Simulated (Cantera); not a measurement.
A perfectly stirred reactor is fed with 10.5 % H2, 21.8 % O2, 67.7 % N2, equivalence ratio 0.24, at 750 Torr; it is held at 1100 K, and followed from long to short residence time.

Cantera simulation using the H2/O2 subset of GRI-Mech 3.0, which has no nitrogen chemistry; the numbers are that mechanism's predictions, not measurements. The temperature is held fixed by assumption; the heat of reaction is taken as removed at once.

Task: Predict: x(H2) at τ = 16.0 s; x(O2) at τ = 16.0 s; x(H2O) at τ = 16.0 s; x(HO2) at τ = 16.0 s; x(O) at τ = 16.0 s; x(H2) at τ = 0.140 s; x(O2) at τ = 0.140 s; x(H2O) at τ = 0.140 s; x(HO2) at τ = 0.140 s; x(O) at τ = 0.140 s.

Result: 
- x(H2) at τ = 16.0 s: 8.18e-5
- x(O2) at τ = 16.0 s: 0.175
- x(H2O) at τ = 16.0 s: 0.111
- x(HO2) at τ = 16.0 s: 3.04e-6
- x(O) at τ = 16.0 s: 3.60e-7
- x(H2) at τ = 0.140 s: 0.00157
- x(O2) at τ = 0.140 s: 0.176
- x(H2O) at τ = 0.140 s: 0.109
- x(HO2) at τ = 0.140 s: 3.44e-5
- x(O) at τ = 0.140 s: 1.49e-5
